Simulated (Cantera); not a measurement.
Feed: 1 mol TiCl4, 1 mol H2O, at 827 °C and 0.133 bar.

Cantera equilibrium calculation (NASA polynomials, part measured and part estimated; ideal gas, pure solids and liquids). Candidate condensed phases: H2O, Ti, TiCl2, TiCl3, TiCl4, TiO, TiO2, Ti2O3, Ti3O5, Ti4O7; 23 gas species. Condensed phases not in the tables: TiOCl. Equilibrium is a limit: real reactors are often held back by kinetics, nucleation or transport.

Base state: HCl 0.800, TiCl4 0.200, H2O 0.000180, TiCl3 1.88e-5, Cl 1.51e-5, Cl2 1.32e-5, H2 1.13e-5 (mole fractions); condensed: TiO2(rutile).

Q: What changes in the equilibrium state with this change: temperature from 827 °C to 1775 °C?

A: 
| species | before | after |
|---|---|---|
| HCl | 0.800 | 0.723 |
| TiCl4 | 0.200 | 0.107 |
| Cl | 1.51e-5 | 0.0945 |
| TiCl3 | 1.88e-5 | 0.0643 |
| TiOCl2 | 2.70e-9 | 0.00714 |
| TiCl2 | <1e-9 | 0.000398 |
| H | <1e-9 | 0.000213 |
| OH | <1e-9 | 1.51e-5 |
| TiO2(rutile), mol | 0.500 | 0.345 |
| Ti4O7(l), mol | 0 | 0.0410 |
Mutual solubility and eutectic melting of coexisting phases are not modelled. The tables' values for TiCl2 are old estimates; treat these amounts as uncertain. Condensed phases not in the tables: Magnéli phases beyond Ti4O7.
